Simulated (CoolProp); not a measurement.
m-xylene along the isobar 27.7 bar: Z from the reference equation and from simpler models built on Tc = 343.7 °C, pc = 35.35 bar, ω = 0.326; each cubic takes its own stable root.

Model: reference Helmholtz-energy equation of state, Zhou 2012, in CoolProp.

| T (°C) | phase | reference | van der Waals | Peng-Robinson |
|---|---|---|---|---|
| 180.65 | liquid | 0.1086 | 0.1877 | ___ |
| 186.75 | liquid | 0.1082 | ___ | 0.1102 |
| 192.85 | liquid | ___ | ___ | 0.1099 |
| 199.05 | liquid | 0.1074 | 0.1854 | 0.1097 |
| 205.15 | liquid | ___ | 0.1848 | 0.1095 |
| 211.25 | liquid | 0.1069 | 0.1844 | 0.1094 |
| 217.45 | liquid | 0.1067 | 0.1840 | 0.1094 |
| 223.55 | liquid | 0.1065 | 0.1838 | 0.1095 |
| 229.65 | liquid | 0.1064 | 0.1837 | 0.1097 |
| 235.85 | liquid | 0.1064 | 0.1837 | 0.1100 |
| 241.95 | liquid | 0.1065 | 0.1839 | 0.1104 |
| 248.05 | liquid | 0.1066 | 0.1842 | 0.1109 |
| 254.25 | liquid | 0.1069 | 0.1847 | 0.1116 |
| 260.35 | liquid | 0.1072 | 0.1855 | 0.1124 |
| 266.45 | liquid | 0.1076 | 0.1865 | 0.1134 |

Complete the blanks.


- 180.65, Peng-Robinson: 0.1106
- 186.75, van der Waals: 0.1868
- 192.85, reference: 0.1078
- 192.85, van der Waals: 0.1861
- 205.15, reference: 0.1071
